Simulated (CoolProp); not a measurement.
Model: reference Helmholtz-energy equation of state, Lemmon 2006, in CoolProp. It is a short technical equation, of lower accuracy than the large ones.

Task: For carbon monoxide, give the phase and the cp (kJ/(kg K)), cv (kJ/(kg K)), Joule-Thomson coefficient (K/MPa) at -61.95 °C and 0.883 bar; -147.15 °C and 1.25 bar; -183.65 °C and 0.809 bar.

Result: 
- -61.95 °C and 0.883 bar: gas; cp 1.04, cv 0.743, Joule-Thomson coefficient 4.84
- -147.15 °C and 1.25 bar: gas; cp 1.06, cv 0.747, Joule-Thomson coefficient 11.6
- -183.65 °C and 0.809 bar: gas; cp 1.08, cv 0.758, Joule-Thomson coefficient 22.3
